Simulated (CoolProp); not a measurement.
CF4 (R14) at 298.15 K and 0.518 MPa flows at 1.8 m/s in a round tube of 12.7 mm bore and 45 µm roughness, fully developed (64/Re and Nu = 3.66 if laminar; Colebrook and Gnielinski if turbulent). Each further row changes one setting.

Model: reference Helmholtz-energy equation of state, Platzer 1990, in CoolProp. This equation is an older, rougher fit.

```csv
case,Reynolds number,Darcy friction factor,pressure drop (Pa/m),heat-transfer coefficient (W/(m² K)),mass flow (kg/h)
as stated,24500,0.0316,75.5,104,15.4
velocity 3.6 m/s,49100,0.0297,284,199,30.8
diameter 25.4 mm,49100,0.0260,31.1,86.3,61.6
```

Viscosity comes from a separate model (Huber 2003), an estimate that may be off by 10 % or more. Thermal conductivity comes from a separate model (Huber 2003), an estimate that may be off by 10 % or more.
